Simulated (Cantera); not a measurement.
Feed: 1 mol n-butane, 0.013 mol O₂, 0.42 mol H₂, equilibrated at 46.0 Pa.

Cantera equilibrium calculation (NASA polynomials, part measured and part estimated; ideal gas, pure solids and liquids). Candidate condensed phases: C, C₆H₆, C₇H₈, C₈H₁₈, H₂O; 110 gas species. Equilibrium is a limit: real reactors are often held back by kinetics, nucleation or transport.

**Question.** At 750 °C, list the 3 most abundant gas species with their mole fractions, and the condensed phases.

**Answer.** H₂ 0.995, CO 0.00477, CH₄ 3.42e-5. Condensed: C(graphite).
